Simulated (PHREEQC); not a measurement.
Dissolve 0.03 mol/kgw H2SO4, 0.0031 mol/kgw Al(NO3)3 and 3.1e-05 mol/kgw H3BO3 at 25 °C. Closed to the air; pH follows from the charge balance.

Model: ion-association model, wateq4f.dat, run in PHREEQC.

- pH: 1.45
- ionic strength: 0.0574 mol/kgw
- total alkalinity: -60.0 meq/kg

```
species    molality  activity   log γ
---------  --------  --------  ------
H+           0.0422    0.0358  -0.072
HSO4-        0.0178    0.0145  -0.090
SO4-2       0.00939   0.00416  -0.353
NO3-        0.00930   0.00741  -0.099
AlSO4+      0.00220   0.00179  -0.090
Al+3       0.000598  0.000136  -0.644
Al(SO4)2-  0.000290  0.000235  -0.090
```

Precipitation was switched off in this run.
